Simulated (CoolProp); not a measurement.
Vapour-liquid equilibrium of ethanol (1) + ethylbenzene (2) at 478.5 K; x and y are mole fractions of (1).

Model: multi-fluid Helmholtz-energy mixture model, Schroeder 2014 and Zhou 2012; pair parameters Bell 2016, in CoolProp.

| x | bubble pressure (MPa) | y at the bubble point | dew pressure at overall composition x (MPa) | liquid density (mol/L) |
|---|---|---|---|---|
| 0.05 | ? | 0.377 | ? | 6.580 |
| 0.2 | 1.477 | 0.664 | 0.6068 | 6.975 |
| 0.35 | 1.915 | 0.748 | 0.7542 | ? |
| 0.5 | 2.240 | 0.799 | 0.9890 | 8.005 |
| 0.65 | ? | ? | 1.418 | ? |
| 0.8 | ? | 0.901 | 2.250 | 9.728 |
| 0.95 | 3.189 | 0.972 | ? | 11.15 |

### Question
What belongs in the gaps?

### Answer

- 0.05, bubble pressure (MPa): 0.7886
- 0.05, dew pressure at overall composition x (MPa): 0.5053
- 0.35, liquid density (mol/L): 7.438
- 0.65, bubble pressure (MPa): 2.541
- 0.65, y at the bubble point: 0.846
- 0.65, liquid density (mol/L): 8.734
- 0.8, bubble pressure (MPa): 2.855
- 0.95, dew pressure at overall composition x (MPa): 3.093

No azeotrope shows between x = 0.05 and 0.95.

Pair parameters are fitted to limited data, so mixtures are less certain than the pure fluids.
